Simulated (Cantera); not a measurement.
# Silicon epitaxy and polysilicon growth: Si2Cl6 + Cl2 + H2

A closed system holds: 1 mol Si2Cl6, 0.23 mol Cl2, 20 mol H2, at 10.0 Torr.

Equilibrium computed with Cantera from the NASA thermochemical tables; the gas is ideal and each condensed phase is pure. Candidate condensed phases: Si; 19 gas species. The feed counts by its element totals alone. The tables' values for SiCl3, SiCl are old estimates; treat these amounts as uncertain. Kinetics and transport are ignored.

From 877 °C to 1327 °C the condensed part is Si(s). The main Si-bearing gas is SiCl4 at 877 °C and SiCl2 at 1327 °C. The share of Si in condensed phases is highest at 877 °C (27.9 %) and lowest at 1327 °C (14.4 %).

```csv
T (°C),log p H2,log p HCl,log p SiCl2,log p SiCl4,log p SiCl3,log p SiHCl3,n Si(s)
877,-1.94,-2.99,-3.70,-3.33,-4.04,-3.97,0.558
927,-1.95,-2.90,-3.48,-3.48,-3.95,-4.09,0.550
977,-1.96,-2.83,-3.31,-3.68,-3.92,-4.26,0.515
1027,-1.97,-2.79,-3.20,-3.95,-3.96,-4.47,0.465
1077,-1.97,-2.77,-3.12,-4.27,-4.05,-4.71,0.419
1127,-1.97,-2.76,-3.08,-4.61,-4.16,-4.97,0.382
1177,-1.97,-2.76,-3.06,-4.96,-4.29,-5.23,0.352
1227,-1.97,-2.76,-3.04,-5.29,-4.42,-5.49,0.328
1277,-1.97,-2.76,-3.03,-5.61,-4.54,-5.73,0.307
1327,-1.97,-2.76,-3.02,-5.91,-4.66,-5.96,0.288
```
log p: log10 of the partial pressure in bar; n: condensed amount in mol.
